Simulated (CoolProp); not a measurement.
Dodecamethylcyclohexasiloxane (D6) along the isotherm 346.85 °C: Z from the reference equation and from simpler models built on Tc = 372.6 °C, pc = 961.4 kPa, ω = 0.736; each cubic takes its own stable root.

Values from CoolProp's reference Helmholtz-energy equation of state, Colonna 2008. It is a short technical equation, of lower accuracy than the large ones.

```json
[
 {"p (kPa)": "4.56", "phase": "gas", "reference": "0.9977"},
 {"p (kPa)": "9.36", "phase": "gas", "reference": "0.9953"},
 {"p (kPa)": "19.2", "phase": "gas", "reference": "0.9903"},
 {"p (kPa)": "39.5", "phase": "gas", "reference": "0.9801"},
 {"p (kPa)": "81.1", "phase": "gas", "reference": "0.9587"},
 {"p (kPa)": "167", "phase": "gas", "reference": "0.9134"},
 {"p (kPa)": "342", "phase": "gas", "reference": "0.8141"},
 {"p (kPa)": "702", "phase": "liquid", "reference": "0.1213"},
 {"p (kPa)": "1440", "phase": "liquid", "reference": "0.2292"}
]
```

**Question.** How far does each simpler model (van der Waals, Redlich-Kwong, Soave-Redlich-Kwong, Peng-Robinson) lie from the reference over these 9 states: mean and median of the absolute difference, and the worst?

**Answer.** 
- van der Waals: mean 56.3 %, median 1.4 %, worst +447.2 % at 346.85 °C and 702 kPa
- Redlich-Kwong: mean 47.4 %, median 0.9 %, worst +402.6 % at 346.85 °C and 702 kPa
- Soave-Redlich-Kwong: mean 3.4 %, median 0.7 %, worst +15.5 % at 346.85 °C and 702 kPa
- Peng-Robinson: mean 0.8 %, median 0.3 %, worst +2.7 % at 346.85 °C and 702 kPa

At some of these states van der Waals, Redlich-Kwong gives the other phase, because its saturation line lies elsewhere.
